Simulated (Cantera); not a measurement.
Cantera run, input and output.

```python
import numpy as np
import cantera as ct

gas = ct.Solution("gri30.yaml")
gas.TPX = 1173, 100000, {'CO': 1, 'H2': 0.2, 'O2': 0.261, 'N2': 0.981}
reactor = ct.IdealGasConstPressureReactor(gas, energy="on", clone=False)
net = ct.ReactorNet([reactor])
net.rtol, net.atol = 1e-08, 1e-16
show = ['CO', 'H2', 'O2', 'NO', 'H']
times = np.geomspace(9e-06, 0.3, 16)

steps = ct.SolutionArray(gas, extra=["t"])
rows = []
print(f"{'t/s':>10s}{'T/K':>9s}{'P/Pa':>11s}" + "".join(f"{s:>11s}" for s in show))
for t in times:
    while net.time < t:
        t_next = net.step()
        steps.append(gas.state, t=t_next)
    rows.append([np.interp(t, steps.t, y) for y in (steps.T, steps.P, *steps(*show).X.T)])
    print(f"{t:10.3e}{rows[-1][0]:9.1f}{rows[-1][1]:11.4g}" + "".join(f"{x:11.3e}" for x in rows[-1][2:]))
rate = np.gradient(steps.T, steps.t)
print("integrator steps:", len(steps.t))
if steps.T.max() > steps.T[0] + 200:
    print(f"time of steepest temperature rise: {steps.t[rate.argmax()]:.4e} s")
gas.TPX = 1173, 100000, {'CO': 1, 'H2': 0.2, 'O2': 0.261, 'N2': 0.981}
gas.equilibrate("HP")
print(f"equilibrium (HP): T = {gas.T:.1f} K  " + "  ".join(f"{s} {gas[s].X[0]:.3e}" for s in show))
```

Output:

```
       t/s      T/K       P/Pa         CO         H2         O2         NO          H
 9.000e-06   1173.0      1e+05  4.095e-01  8.190e-02  1.069e-01  4.649e-19  3.146e-08
 1.802e-05   1173.0      1e+05  4.095e-01  8.190e-02  1.069e-01  1.005e-17  1.916e-07
 3.608e-05   1173.0      1e+05  4.095e-01  8.189e-02  1.069e-01  5.037e-15  4.656e-06
 7.225e-05   1188.8      1e+05  4.078e-01  7.738e-02  1.039e-01  2.280e-09  2.677e-03
 1.447e-04   2014.4      1e+05  3.002e-01  1.944e-02  1.440e-02  4.678e-05  4.631e-02
 2.896e-04   2350.5      1e+05  3.011e-01  1.950e-02  8.901e-03  1.285e-04  2.190e-02
 5.800e-04   2540.3      1e+05  2.972e-01  1.886e-02  4.457e-03  2.964e-04  1.169e-02
 1.161e-03   2628.1      1e+05  2.949e-01  1.859e-02  2.250e-03  5.634e-04  7.361e-03
 2.325e-03   2645.8      1e+05  2.946e-01  1.859e-02  1.758e-03  9.193e-04  6.379e-03
 4.656e-03   2644.3      1e+05  2.948e-01  1.865e-02  1.693e-03  1.391e-03  6.293e-03
 9.322e-03   2642.1      1e+05  2.950e-01  1.871e-02  1.656e-03  1.797e-03  6.258e-03
 1.866e-02   2641.4      1e+05  2.951e-01  1.872e-02  1.644e-03  1.930e-03  6.246e-03
 3.737e-02   2641.4      1e+05  2.951e-01  1.872e-02  1.643e-03  1.939e-03  6.246e-03
 7.483e-02   2641.4      1e+05  2.951e-01  1.872e-02  1.643e-03  1.939e-03  6.246e-03
 1.498e-01   2641.4      1e+05  2.951e-01  1.872e-02  1.643e-03  1.939e-03  6.246e-03
 3.000e-01   2641.4      1e+05  2.951e-01  1.872e-02  1.643e-03  1.939e-03  6.246e-03
integrator steps: 1359
time of steepest temperature rise: 9.0088e-05 s
equilibrium (HP): T = 2641.4 K  CO 2.951e-01  H2 1.872e-02  O2 1.643e-03  NO 1.939e-03  H 6.246e-03
```

Detailed kinetics in Cantera: GRI-Mech 3.0 (53 species, 325 reactions).
